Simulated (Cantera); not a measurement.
Charge: 1 mol Si, 0.024 mol CO2, 180 mol N2, at 12000 Pa.

Equilibrium computed with Cantera from the NASA thermochemical tables; the gas is ideal and each condensed phase is pure. Candidate condensed phases: C, Si, SiC, SiO2, Si2N2O, Si3N4; 34 gas species. N2 is the only nitrogen source here; it is nearly inert below about 1500 K, so the nitride shown seldom forms there in practice. Mutual solubility and eutectic melting of coexisting phases are not modelled. Equilibrium is a limit: real reactors are often held back by kinetics, nucleation or transport.

What share of the Si ends up in condensed phases as a function of T (°C), at 1202, 1252, 1302, 1352, 1402, 1452, 1502, 1552, 1602, 1652, 1702, 1752, 1802, 1852?


```csv
T (°C),Si condensed (%),as
1202,100.0,Si2N2O(s) + Si3N4(s)
1252,100.0,Si2N2O(s) + Si3N4(s)
1302,99.9,Si2N2O(s) + Si3N4(s)
1352,99.7,Si2N2O(s) + Si3N4(s)
1402,98.8,Si2N2O(s) + Si3N4(s)
1452,97.6,Si3N4(s)
1502,97.5,Si3N4(s)
1552,97.4,Si3N4(s)
1602,96.9,Si3N4(s)
1652,94.7,SiC(s) + Si3N4(s)
1702,89.5,SiC(s) + Si3N4(s)
1752,84.3,Si(l) + SiC(s)
1802,75.8,Si(l) + SiC(s)
1852,61.9,Si(l)
```
